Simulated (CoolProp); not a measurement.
Properties of n-dodecane along the isobar 3 bar (Tc = 658.1 K, pc = 18.18 bar, ω = 0.574).

The numbers come from the reference Helmholtz-energy equation of state, Lemmon 2004 in CoolProp. It is a short technical equation, of lower accuracy than the large ones.

| T (K) | phase | expansivity (1/kK) | conductivity (mW/(m K)) | Prandtl number |
|---|---|---|---|---|
| 544.1 | gas | 3.312 | 31.7 | 0.722 |
| 553.6 | gas | 3.104 | 32.6 | 0.723 |
| 563.1 | gas | 2.928 | 33.5 | 0.724 |
| 572.6 | gas | 2.775 | 34.3 | 0.725 |
| 582.1 | gas | 2.642 | 35.3 | 0.726 |
| 591.5 | gas | 2.526 | 36.2 | 0.726 |
| 601 | gas | 2.421 | 37.1 | 0.727 |
| 610.5 | gas | 2.328 | 38.0 | 0.728 |
| 620 | gas | 2.243 | 39.0 | 0.729 |

Viscosity comes from a separate model (Huber 2004). Thermal conductivity comes from a separate model (Huber 2004).
